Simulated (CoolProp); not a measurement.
Vapour-liquid equilibrium of R22 (1) + R142b (2) at 247.5 K; x and y are mole fractions of (1).

Values from CoolProp's multi-fluid Helmholtz-energy mixture model, Kamei 1995 and Lemmon 2006; pair parameters Bell 2016.

```tsv
x	bubble pressure, mixture model (bar)	bubble pressure, Raoult's law (bar)	y, mixture model	y, Raoult's law
0.05	0.5621	0.5655	0.165	0.173
0.125	0.6640	0.6758	0.344	0.363
0.2	0.7639	0.7860	0.475	0.499
0.275	0.8637	0.8963	0.577	0.602
0.35	0.9648	1.007	0.658	0.682
0.425	1.068	1.117	0.726	0.747
0.5	1.175	1.227	0.783	0.800
0.575	1.285	1.337	0.832	0.844
0.65	1.399	1.448	0.874	0.881
0.725	1.516	1.558	0.909	0.913
0.8	1.637	1.668	0.940	0.941
0.875	1.759	1.778	0.966	0.965
0.95	1.881	1.889	0.988	0.987
```

The largest gap from Raoult's law is -4.4 % in bubble pressure, at x = 0.425. No azeotrope shows between x = 0.05 and 0.95.

Pair parameters are fitted to limited data, so mixtures are less certain than the pure fluids.
